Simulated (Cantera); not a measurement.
## Thermodynamics of aluminium nitride and oxide growth, feed AlBr3 + N2 + H2

Feed: 1 mol AlBr3, 89 mol N2, 2.8 mol H2, held at 1.00 Torr.

These are equilibrium values from Cantera (NASA tables, ideal gas, pure condensed phases), not measurements of a reactor. Candidate condensed phases: Al, AlBr3, AlN, Br2; 19 gas species. Equilibrium is a limit: real reactors are often held back by kinetics, nucleation or transport.

From 900 °C to 1100 °C the condensed part is AlN(s). From 1200 °C to 1800 °C nothing is condensed. The main Al-bearing gas is AlBr3 at 900 °C and AlBr at 1800 °C.

| T (°C) | x N2 | x H2 | x Br | x HBr | x H | x AlBr | n AlN(s) |
|---|---|---|---|---|---|---|---|
| 900 | 0.957 | 0.0231 | 0.000147 | 0.0142 | 4.91e-7 | 5.83e-6 | 0.443 |
| 1000 | 0.956 | 0.0234 | 0.000478 | 0.0135 | 2.99e-6 | 0.000103 | 0.428 |
| 1100 | 0.955 | 0.0237 | 0.00128 | 0.0128 | 1.40e-5 | 0.00117 | 0.363 |
| 1200 | 0.951 | 0.0242 | 0.00283 | 0.0114 | 5.39e-5 | 0.00711 | 0 |
| 1300 | 0.946 | 0.0235 | 0.00692 | 0.0123 | 0.000171 | 0.00963 | 0 |
| 1400 | 0.943 | 0.0245 | 0.0110 | 0.00990 | 0.000488 | 0.0104 | 0 |
| 1500 | 0.941 | 0.0255 | 0.0142 | 0.00696 | 0.00124 | 0.0105 | 0 |
| 1600 | 0.940 | 0.0258 | 0.0166 | 0.00467 | 0.00284 | 0.0104 | 0 |
| 1700 | 0.937 | 0.0250 | 0.0186 | 0.00310 | 0.00584 | 0.00986 | 0 |
| 1800 | 0.933 | 0.0229 | 0.0208 | 0.00209 | 0.0109 | 0.00861 | 0 |
x: gas mole fraction; n: condensed amount in mol.
